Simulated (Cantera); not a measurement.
Input: 1 mol PbO, 0.67 mol CH4, 0.11 mol N2, at 1750 °C and 12.0 Torr.

Method: chemical equilibrium by Gibbs-energy minimisation in Cantera with the NASA 1993 tables (ideal gas, pure condensed phases). Candidate condensed phases: C, C6H6, C7H8, C8H18, H2O, Pb, PbO, PbO2, Pb3O4; 139 gas species. The numbers say what is thermodynamically allowed, not how fast it happens.

Base state: H2 0.331, Pb 0.319, CO 0.202, H2O 0.0925, N2 0.0351, CO2 0.0121, H 0.00864, PbO 0.000441 (mole fractions); condensed: gas only.

Question: What changes in the equilibrium state with this change: CH4 from 0.67 to 3.9 mol?

Answer: 
```csv
species,before,after
H2,0.331,0.774
CO,0.202,0.100
Pb,0.319,0.100
CO2,0.0121,3.69e-9
H2O,0.0925,1.33e-7
N2,0.0351,0.0103
H,0.00864,0.0132
C2H2 (acetylene),<1e-9,0.000692
HCN,2.15e-9,0.00144
PbO,0.000441,<1e-9
OH,0.000252,<1e-9
HNC,<1e-9,8.52e-5
"C(graphite), mol",0,2.87
```
